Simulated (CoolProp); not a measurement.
Vapour-liquid equilibrium of m-xylene (1) + o-xylene (2) at 4.7 kPa; x and y are mole fractions of (1).

The numbers come from the multi-fluid Helmholtz-energy mixture model, Zhou 2012 and Zhou 2012; pair parameters Bell 2016 in CoolProp.

### Question
Give the bubble temperature and the first vapour's composition at x = 0.05, 0.35, 0.95. Is there an azeotrope?

### Answer
x = 0.05: 329.7 K, y = 0.059; x = 0.35: 328.4 K, y = 0.397; x = 0.95: 325.9 K, y = 0.958. No azeotrope shows between x = 0.05 and 0.95.

Pair parameters are fitted to limited data, so mixtures are less certain than the pure fluids.
